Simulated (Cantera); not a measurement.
## Transport properties of process gases

Gas mixture: H₂O : C₂H₂ = 0.19 : 0.23 (molar parts), at 1.01 bar, frozen composition.

Cantera's kinetic-theory transport with the Lennard-Jones parameters of GRI-Mech 3.0, ideal gas; thermal conductivity in the multicomponent form. Polar gases are described roughly by these parameters. The composition is frozen, though it would react at the higher temperatures.

```csv
T (K),ρ (kg/m³),cp (J/kg/K),μ (µPa s),λ (mW/m/K),Pr,D (cm²/s) CH₃,D (cm²/s) H,D (cm²/s) CO₂
400,0.683,1920,13.8,37.6,0.703,0.342,1.81,0.240
500,0.546,2048,16.9,49.2,0.704,0.515,2.73,0.366
600,0.455,2153,19.9,60.8,0.706,0.714,3.79,0.513
700,0.390,2246,22.8,72.3,0.708,0.938,4.97,0.680
800,0.341,2332,25.5,83.8,0.710,1.18,6.28,0.864
900,0.303,2415,28.1,95.3,0.713,1.45,7.70,1.06
1000,0.273,2493,30.6,107,0.715,1.74,9.22,1.28
1100,0.248,2568,33.1,119,0.716,2.05,10.9,1.51
1200,0.228,2637,35.4,130,0.718,2.38,12.6,1.76
```
D: mixture-averaged diffusion coefficient of that species in the mixture.
